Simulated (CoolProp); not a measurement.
Vapour pressure (MPa) of sulfur dioxide: the reference equation beside estimates from Tc = 157.5 °C, pc = 7.887 MPa, ω = 0.256.

The numbers come from the reference Helmholtz-energy equation of state, Gao 2016 in CoolProp.

```csv
T (°C),reference,van der Waals,Redlich-Kwong,Soave-Redlich-Kwong,Peng-Robinson
-45.65,0.01529,0.3152,0.03701,0.01507,0.01595
-31.75,0.03458,0.4574,0.07617,0.03413,0.03549
-17.85,0.07049,0.6390,0.1422,0.06975,0.07151
-3.85,0.1325,0.8664,0.2462,0.1315,0.1333
10.05,0.2307,1.141,0.3978,0.2296,0.2308
23.95,0.3786,1.467,0.6093,___,0.3774
37.85,0.5907,1.850,0.8924,0.5916,0.5877
51.85,0.8857,2.296,1.262,0.8898,0.8809
65.75,1.277,2.801,___,1.286,___
79.65,1.785,3.372,2.291,___,1.779
93.65,2.434,4.015,2.981,2.463,2.431
107.55,3.238,4.725,3.791,3.281,3.242
121.45,4.224,5.507,4.738,4.281,4.238
```

Problem. Complete the blanks.

Solution. 
- 23.95, Soave-Redlich-Kwong: 0.3780
- 65.75, Redlich-Kwong: 1.724
- 65.75, Peng-Robinson: 1.271
- 79.65, Soave-Redlich-Kwong: 1.802

Absolute difference from the reference over all 13 rows, mean and median: van der Waals 457.6 and 213.2 %, Redlich-Kwong 60.9 and 51.1 %, Soave-Redlich-Kwong 0.9 and 1.0 %, Peng-Robinson 0.9 and 0.5 %.
